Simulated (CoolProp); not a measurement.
Saturation properties of CH3F (R41).

Computed with CoolProp (reference Helmholtz-energy equation of state, Lemmon 2006). It is a short technical equation, of lower accuracy than the large ones.

```
T (°C)  p (kPa)  enthalpy of vaporisation (kJ/kg)  liquid cp (kJ/(kg K))  vapour Z
------  -------  --------------------------------  ---------------------  --------
-74.75      ___                             482.6                  2.077    0.9519
-66.25      ___                             470.2                  2.095    0.9373
-57.75    279.8                             457.1                  2.119       ___
-49.35    399.3                             443.2                  2.150    0.9005
-40.85    556.4                               ___                  2.191    0.8776
-32.35    756.4                             411.7                  2.243    0.8515
-23.85     1006                             393.9                  2.309    0.8221
-15.35     1314                             374.3                  2.395    0.7889
-6.95      1682                             352.8                  2.507    0.7520
1.55        ___                             328.4                  2.663       ___
10.05      2657                             300.4                  2.889    0.6622
18.55      3281                             267.5                  3.254    0.6071
27.05      4013                             227.0                  3.962    0.5412
```

Problem. Complete the blanks.

Solution. 
- -74.75, p (kPa): 123.1
- -66.25, p (kPa): 189.1
- -57.75, vapour Z: 0.9202
- -40.85, enthalpy of vaporisation (kJ/kg): 428.1
- 1.55, p (kPa): 2127
- 1.55, vapour Z: 0.7100

It boils at -78.4 °C under 1 atm.
